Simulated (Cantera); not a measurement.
Mixture: 9.87 % CH4, 6.32 % CO, 17.6 % O2, 66.2 % N2, at 2.30 bar, adiabatic and at constant pressure. Ignition delay is the time to a rise of 400 K.

Cantera simulation using GRI-Mech 3.0 (53 species, 325 reactions); the numbers are that mechanism's predictions, not measurements.

Problem. Predict: delay at 1298 K; delay at 1448 K; delay at 1598 K; delay at 1748 K; apparent activation energy between 1673 and 1823 K.

Solution. 
```
Quantity                                                Result
--------------------------------------------------  ----------
delay at 1298 K                                        9.26 ms
delay at 1448 K                                        1.38 ms
delay at 1598 K                                       0.285 ms
delay at 1748 K                                        82.3 µs
apparent activation energy between 1673 and 1823 K  180 kJ/mol
```
